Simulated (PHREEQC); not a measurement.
## Metal-bearing waste water: an equilibrium model

Make-up at 5 °C: 0.033 mol/kgw FeCl3, 0.033 mol/kgw MgSO4 and 0.012 mol/kgw NaHCO3. Closed to the air; pH follows from the charge balance.

Model: ion-association model, wateq4f.dat, run in PHREEQC.

Each row changes one thing in this solution. Precipitation was switched off in this run.

```csv
case,pH,ionic strength (mol/kgw),Mg+2 (mol/kgw),FeSO4+ (mol/kgw),SO4-2 (mol/kgw),MgSO4 (mol/kgw),SI of Epsomite (MgSO4:7H2O),SI of Jarosite-Na (NaFe3(SO4)2(OH)6)
as made,2.83,0.208,0.0286,0.0143,0.0115,0.00443,-2.18,+3.33
MgSO4 from 0.033 to 0.165 mol/kgw,3.30,0.468,0.102,0.0157,0.0753,0.0626,-1.02,+5.46
temperature from 5 to 70 °C,2.46,0.190,0.0229,0.00962,0.00842,0.0101,-2.93,+4.36
NaHCO3 from 0.012 to 0.0024 mol/kgw,2.57,0.186,0.0293,0.0176,0.00876,0.00370,-2.26,+1.44
diluted 2-fold with water,2.95,0.107,0.0146,0.00711,0.00645,0.00191,-2.56,+3.12
0.00057 mol/kgw HCl added,2.81,0.207,0.0286,0.0145,0.0114,0.00438,-2.19,+3.27
```

Species that the database lacks are ignored. Some of these states are supersaturated (in Jarosite-Na, Hematite (slow to form), for instance). Constants without temperature data keep their 25 °C values here.
